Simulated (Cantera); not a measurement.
What does this Cantera script print?

```python
import numpy as np
import cantera as ct

gas_names = [...]  # 110 gases of nasa_gas.yaml made of C, H, N
cond_names = """
    C(gr) C6H6(L) C7H8(L) C8H18(L),n-octa
""".split()


# ... load() reads the species with a 1 bar reference pressure and builds the phases ...
atoms = {
    'n-butane': {'C': 4, 'H': 10},
    'NH3': {'N': 1, 'H': 3},
}
top_T = {'C(gr)': 4500}  # K; cautious upper limits of use, not melting points


# ... equilibrate(T, P, feed) seeds the gas with the atoms and calls Mixture.equilibrate('TP', solver="vcs", rtol=1e-11, max_steps=5000) ...
results = []
feed = {'n-butane': 1, 'NH3': 0.054}  # mol
P = 100000  # Pa
for T in [2500, 2750, 3000, 3250, 3500, 3750, 4000, 4250, 4500, 4750, 5000]:
    mix = equilibrate(T, P, feed)
    results.append((T, P, feed, dict(zip(mix.species_names, mix.species_moles))))

top = {s: max(r[3][s] / sum(r[3][g] for g in gas_names) for r in results) for s in gas_names}
cols = sorted((s for s in top if top[s] > 1e-05), key=lambda s: -top[s])[:6]
seen = [c for c in cond_names if any(r[3].get(c, 0) > 1e-12 for r in results)]
print("log10 of partial pressures in bar; condensed amounts in mol")
print(f"{'T/K':>10s}" + "".join(f"{s[:9]:>10s}" for s in cols + seen))
for T, P, feed, n in results:
    ng = sum(n[g] for g in gas_names)
    print(f"{T:10.4g}" + "".join(f"{np.log10(max(n[s] / ng * P / 1e5, 1e-99)):10.3f}" for s in cols)
          + "".join(f"{n.get(c, 0):10.4g}" for c in seen))
```

Output:

```
log10 of partial pressures in bar; condensed amounts in mol
       T/K        H2         H         C C2H2,acet        C3       C2H     C(gr)
      2500    -0.019    -1.609    -6.779    -1.985    -6.304    -4.719     3.868
      2750    -0.045    -1.188    -5.423    -1.596    -4.773    -3.674     3.689
      3000    -0.098    -0.851    -4.295    -1.305    -3.506    -2.822     3.358
      3250    -0.194    -0.590    -3.342    -1.110    -2.441    -2.129     2.761
      3500    -0.362    -0.410    -2.527    -1.030    -1.534    -1.580      1.32
      3750    -0.564    -0.281    -1.954    -1.282    -1.149    -1.398         0
      4000    -0.779    -0.187    -1.560    -1.756    -1.136    -1.475         0
      4250    -1.041    -0.140    -1.242    -2.304    -1.214    -1.637         0
      4500    -1.327    -0.125    -0.990    -2.904    -1.375    -1.870         0
      4750    -1.614    -0.127    -0.805    -3.553    -1.641    -2.175         0
      5000    -1.884    -0.134    -0.686    -4.244    -2.024    -2.551         0
```

Method: chemical equilibrium by Gibbs-energy minimisation in Cantera with the NASA 1993 tables (ideal gas, pure condensed phases).
